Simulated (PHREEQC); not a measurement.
Model water analysis in mg/kgw, 55 °C, pH 6.61: Na 7360; K 264; Ca 1530; Mg 726; Cl 15900; S(6) as SO4 976; Alkalinity as HCO3 5.29; Br 231.

Cl is adjusted to close the charge balance.
Valence states are taken as typed.

Computed with PHREEQC (Pitzer model, pitzer.dat).

Each row changes one thing in this solution. Precipitation was switched off in this run.

```json
[
 {"case": "as made", "HCO3- (mol/kgw)": "8.54e-5", "CO2 (mol/kgw)": "2.39e-5", "MgOH+ (mol/kgw)": "5.09e-7", "CO3-2 (mol/kgw)": "1.74e-7", "MgCO3 (mol/kgw)": "1.44e-7", "HSO4- (mol/kgw)": "7.69e-8"},
 {"case": "pH from 6.61 to 5.61 at the same alkalinity", "HCO3- (mol/kgw)": "9.05e-5", "CO2 (mol/kgw)": "0.000253", "MgOH+ (mol/kgw)": "5.09e-8", "CO3-2 (mol/kgw)": "1.85e-8", "MgCO3 (mol/kgw)": "1.52e-8", "HSO4- (mol/kgw)": "7.69e-7"},
 {"case": "pH from 6.61 to 6.11 at the same alkalinity", "HCO3- (mol/kgw)": "8.74e-5", "CO2 (mol/kgw)": "7.74e-5", "MgOH+ (mol/kgw)": "1.61e-7", "CO3-2 (mol/kgw)": "5.64e-8", "MgCO3 (mol/kgw)": "4.65e-8", "HSO4- (mol/kgw)": "2.43e-7"}
]
```

Species that the database lacks are ignored. At this temperature some constants are extrapolated from 25 °C, and those without enthalpy data are left unchanged.
